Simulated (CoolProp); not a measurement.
A single-stage vapour-compression cycle with the fluid: evaporating at 219.15 K (dew point), condensing at 283.15 K (bubble point), superheat 8 K, subcooling 8 K, compressor efficiency 0.75, no pressure losses. The same conditions are run with several fluids, on thermodynamics alone (safety and materials aside).

Values from CoolProp's reference Helmholtz-energy equation of state of each fluid (R507A: Lemmon 2003; ethane: Bücker 2006; R22: Kamei 1995; R124: de Vries 1995; fluoroethane (R161): Wu 2012; isobutane: Bücker 2006). Blends and air are pseudo-pure fits.

```json
[
 {"fluid": "R507A", "cooling COP": "[?]", "pressure ratio": "12.0", "discharge temperature (K)": "321.3", "refrigerating effect (kJ/kg)": "135", "volumetric capacity (kJ/m³)": "514"},
 {"fluid": "ethane", "cooling COP": "1.78", "pressure ratio": "6.33", "discharge temperature (K)": "341.4", "refrigerating effect (kJ/kg)": "284", "volumetric capacity (kJ/m³)": "2370"},
 {"fluid": "R22", "cooling COP": "2.06", "pressure ratio": "13.0", "discharge temperature (K)": "371.3", "refrigerating effect (kJ/kg)": "184", "volumetric capacity (kJ/m³)": "[?]"},
 {"fluid": "R124", "cooling COP": "2.09", "pressure ratio": "20.3", "discharge temperature (K)": "321.8", "refrigerating effect (kJ/kg)": "131", "volumetric capacity (kJ/m³)": "110"},
 {"fluid": "fluoroethane (R161)", "cooling COP": "2.08", "pressure ratio": "13.5", "discharge temperature (K)": "365.1", "refrigerating effect (kJ/kg)": "337", "volumetric capacity (kJ/m³)": "389"},
 {"fluid": "isobutane", "cooling COP": "[?]", "pressure ratio": "16.5", "discharge temperature (K)": "319.4", "refrigerating effect (kJ/kg)": "290", "volumetric capacity (kJ/m³)": "120"}
]
```

Q: What belongs in the gaps?

A: 
- R507A, cooling COP: 1.98
- R22, volumetric capacity (kJ/m³): 449
- isobutane, cooling COP: 2.11
